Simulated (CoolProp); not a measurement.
A single-stage vapour-compression cycle with chlorine: evaporating at 293.15 K (dew point), condensing at 348.15 K (bubble point), superheat 5 K, subcooling 5 K, compressor efficiency 0.85, no pressure losses. Each further row changes one setting.

The numbers come from the reference Helmholtz-energy equation of state, Thol 2021 in CoolProp.

```json
[
 {"case": "as stated", "cooling COP": "?", "pressure ratio": "3.63", "discharge temperature (K)": "425.2", "refrigerating effect (kJ/kg)": "203", "volumetric capacity (kJ/m³)": "4310"},
 {"case": "evaporating temperature 298.15 K", "cooling COP": "4.11", "pressure ratio": "?", "discharge temperature (K)": "416.5", "refrigerating effect (kJ/kg)": "204", "volumetric capacity (kJ/m³)": "4950"},
 {"case": "condensing temperature 343.15 K", "cooling COP": "4.07", "pressure ratio": "3.29", "discharge temperature (K)": "414.1", "refrigerating effect (kJ/kg)": "208", "volumetric capacity (kJ/m³)": "4430"},
 {"case": "subcooling 10 K", "cooling COP": "3.71", "pressure ratio": "3.63", "discharge temperature (K)": "425.2", "refrigerating effect (kJ/kg)": "208", "volumetric capacity (kJ/m³)": "4430"},
 {"case": "superheat 15 K", "cooling COP": "?", "pressure ratio": "3.63", "discharge temperature (K)": "439.0", "refrigerating effect (kJ/kg)": "208", "volumetric capacity (kJ/m³)": "4240"},
 {"case": "compressor efficiency 0.75", "cooling COP": "3.19", "pressure ratio": "3.63", "discharge temperature (K)": "437.7", "refrigerating effect (kJ/kg)": "203", "volumetric capacity (kJ/m³)": "4310"}
]
```

Problem. Some entries are withheld; supply them.

Solution. 
- as stated, cooling COP: 3.61
- evaporating temperature 298.15 K, pressure ratio: 3.16
- superheat 15 K, cooling COP: 3.55
